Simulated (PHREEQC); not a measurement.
Make-up at 25 °C: 0.028 mol/kgw NH3, 3.3e-05 mol/kgw H4SiO4 and 0.00024 mol/kgw KH2PO4. Closed to the air; pH follows from the charge balance.

Computed with PHREEQC (ion-association model, phreeqc.dat).

Precipitation was switched off in this run.

Task: Predict the pH, ionic strength, specific conductance.

Result: pH 10.75; ionic strength 0.00137 mol/kgw; specific conductance 219 µS/cm.

Task: In which forms is P present?

Result: HPO4-2 97 %, PO4-3 3.1 % of the P.
